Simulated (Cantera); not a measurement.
Ignition delay

Mixture: 11.3 % CH4, 0.489 % C2H6, 12.7 % O2, 75.4 % N2, equivalence ratio 1.9, at 1.00 atm, adiabatic and at constant volume. Ignition delay is the time to a rise of 400 K.

Computed with Cantera and GRI-Mech 3.0 (53 species, 325 reactions).

```json
[
 {"T0 (K)": "1275", "delay (ms)": "11.5"},
 {"T0 (K)": "1375", "delay (ms)": "3.38"},
 {"T0 (K)": "1475", "delay (ms)": "1.06"},
 {"T0 (K)": "1575", "delay (ms)": "0.376"},
 {"T0 (K)": "1675", "delay (ms)": "0.158"},
 {"T0 (K)": "1775", "delay (ms)": "0.0791"},
 {"T0 (K)": "1875", "delay (ms)": "0.0458"}
]
```

```json
{
 "apparent activation energy between 1675 and 1875 K": "160 kJ/mol"
}
```
